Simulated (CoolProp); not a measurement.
Vapour-liquid equilibrium of n-hexane (1) + cyclohexane (2) at 417.7 K; x and y are mole fractions of (1).

The numbers come from the multi-fluid Helmholtz-energy mixture model, Thol 2019 and Zhou 2014; pair parameters Bell 2016 in CoolProp.

Problem. Give the bubble pressure and the first vapour's composition at x = 0.15, 0.65, 0.75. Is there an azeotrope?

Solution. x = 0.15: 0.5278 MPa, y = 0.194; x = 0.65: 0.6197 MPa, y = 0.701; x = 0.75: 0.6363 MPa, y = 0.790. No azeotrope shows between x = 0.05 and 0.95.

The pair parameters rest on a limited set of measurements; away from them the model extrapolates.
